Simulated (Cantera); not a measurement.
Feed: 1 mol PbO, 2.9 mol H2, 4.8 mol CO, equilibrated at 850 °C and 0.133 bar.

Cantera equilibrium calculation (NASA polynomials, part measured and part estimated; ideal gas, pure solids and liquids). Candidate condensed phases: C, C6H6, C7H8, C8H18, H2O, Pb, PbO, PbO2, Pb3O4; 113 gas species. Equilibrium is a limit: real reactors are often held back by kinetics, nucleation or transport.

Base state: CO 0.544, H2 0.325, CO2 0.0785, H2O 0.0512, Pb 0.00137, CH4 1.25e-5 (mole fractions); condensed: Pb(l).

### Question
What changes in the equilibrium state with this change: temperature from 850 °C to 627 °C?

### Answer
```csv
species,before,after
CO,0.544,0.451
H2,0.325,0.342
CO2,0.0785,0.152
H2O,0.0512,0.0500
Pb,0.00137,1.03e-5
CH4,1.25e-5,0.00488
"Pb(l), mol",0.989,1.000
"C(graphite), mol",0,0.418
```
